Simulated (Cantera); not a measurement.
An isothermal, constant-pressure homogeneous reactor starts with NO : N₂ = 1 : 12 (molar parts), at 1975 K and 0.0132 atm. Integrator tolerance rtol = 1e-08.

Detailed kinetics in Cantera: GRI-Mech 3.0 (53 species, 325 reactions). Radical loss at walls, strong at low pressure, is not modelled.

Problem. What does this change do: temperature 1975 to 2100 K?

Solution. 
| quantity | before | after |
|---|---|---|
| x(NO) at 100 s | 0.00969 (gas-phase equilibrium 0.00329) | 0.00450 (gas-phase equilibrium 0.00450) |
| x(O) at 100 s | 0.000875 (gas-phase equilibrium 0.000915) | 0.00227 (gas-phase equilibrium 0.00227) |
| x(N₂O) at 100 s | 4.97e-8 (gas-phase equilibrium 2.36e-8) | 3.20e-8 (gas-phase equilibrium 3.20e-8) |
| x(NO₂) at 100 s | 7.99e-7 (gas-phase equilibrium 2.84e-7) | 3.12e-7 (gas-phase equilibrium 3.12e-7) |
| x(N₂) at 100 s | 0.956 (gas-phase equilibrium 0.959) | 0.958 (gas-phase equilibrium 0.958) |

Problem. What does this change do: temperature 1975 to 1450 K?

Solution. 
```json
[
 {"quantity": "x(NO) at 100 s", "before": "0.00969 (gas-phase equilibrium 0.00329)", "after": "0.0768 (gas-phase equilibrium 0.000450)"},
 {"quantity": "x(O) at 100 s", "before": "0.000875 (gas-phase equilibrium 0.000915)", "after": "4.10e-7 (gas-phase equilibrium 3.42e-6)"},
 {"quantity": "x(N₂O) at 100 s", "before": "4.97e-8 (gas-phase equilibrium 2.36e-8)", "after": "1.80e-6 (gas-phase equilibrium 3.58e-9)"},
 {"quantity": "x(NO₂) at 100 s", "before": "7.99e-7 (gas-phase equilibrium 2.84e-7)", "after": "2.10e-6 (gas-phase equilibrium 1.39e-7)"},
 {"quantity": "x(N₂) at 100 s", "before": "0.956 (gas-phase equilibrium 0.959)", "after": "0.923 (gas-phase equilibrium 0.961)"}
]
```
